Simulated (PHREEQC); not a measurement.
A solution holds 0.0077 mol KH2PO4 and 0.0015 mol Na2SO4 per kg of water, at 25 °C. Closed to the air; pH follows from the charge balance.

The numbers come from PHREEQC with the ion-association model, wateq4f.dat.

Q: The ionic strength comes out as 0.0121 mol/kgw. What activity coefficients do HPO4-2, Na+, H2PO4-, NaSO4-, HSO4- get?

A: HPO4-2 0.65, Na+ 0.90, H2PO4- 0.90, NaSO4- 0.90, HSO4- 0.90.

Precipitation was switched off in this run. H3PO4, which wateq4f.dat lacks, is added to it with the constant of phreeqc.dat.
